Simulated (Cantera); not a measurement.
## Carbon deposition, reforming and gasification: C₂H₄ + NH₃ + H₂S

A closed system holds: 1 mol C₂H₄, 0.14 mol NH₃, 0.00019 mol H₂S, equilibrated at 1.00 bar.

Cantera equilibrium calculation (NASA polynomials, part measured and part estimated; ideal gas, pure solids and liquids). Candidate condensed phases: C, C₆H₆, C₇H₈, C₈H₁₈, S; 100 gas species. The numbers say what is thermodynamically allowed, not how fast it happens.

| T (°C) | x H₂ | x CH₄ | x N₂ | x H | x C₂H₂ (acetylene) | x HCN | n C(graphite) |
|---|---|---|---|---|---|---|---|
| 502 | 0.481 | 0.473 | 0.0451 | <1e-12 | <1e-12 | 7.21e-9 | 1.27 |
| 652 | 0.814 | 0.150 | 0.0353 | 2.35e-10 | 1.03e-10 | 2.40e-7 | 1.70 |
| 802 | 0.929 | 0.0389 | 0.0319 | 1.41e-8 | 6.99e-9 | 2.73e-6 | 1.91 |
| 952 | 0.957 | 0.0120 | 0.0310 | 3.05e-7 | 1.55e-7 | 1.68e-5 | 1.97 |
| 1102 | 0.964 | 0.00463 | 0.0308 | 3.36e-6 | 1.71e-6 | 6.96e-5 | 1.99 |
| 1252 | 0.967 | 0.00213 | 0.0306 | 2.33e-5 | 1.17e-5 | 0.000216 | 1.99 |
| 1402 | 0.968 | 0.00113 | 0.0304 | 0.000114 | 5.62e-5 | 0.000547 | 2.00 |
| 1552 | 0.967 | 0.000663 | 0.0301 | 0.000433 | 0.000208 | 0.00118 | 1.99 |
| 1702 | 0.966 | 0.000423 | 0.0295 | 0.00134 | 0.000627 | 0.00225 | 1.99 |
| 1852 | 0.962 | 0.000288 | 0.0286 | 0.00356 | 0.00161 | 0.00388 | 1.98 |
| 2002 | 0.954 | 0.000205 | 0.0272 | 0.00829 | 0.00363 | 0.00614 | 1.97 |
| 2152 | 0.940 | 0.000150 | 0.0254 | 0.0173 | 0.00734 | 0.00902 | 1.94 |
| 2302 | 0.916 | 0.000112 | 0.0232 | 0.0331 | 0.0135 | 0.0124 | 1.90 |
x: gas mole fraction; n: condensed amount in mol.

From 502 °C to 2302 °C the condensed part is C(graphite). The main C-bearing gas is CH₄ at 502 °C and C₂H₂ (acetylene) at 2302 °C. The share of C in condensed phases is highest at 1402 °C (99.8 %) and lowest at 502 °C (63.4 %).
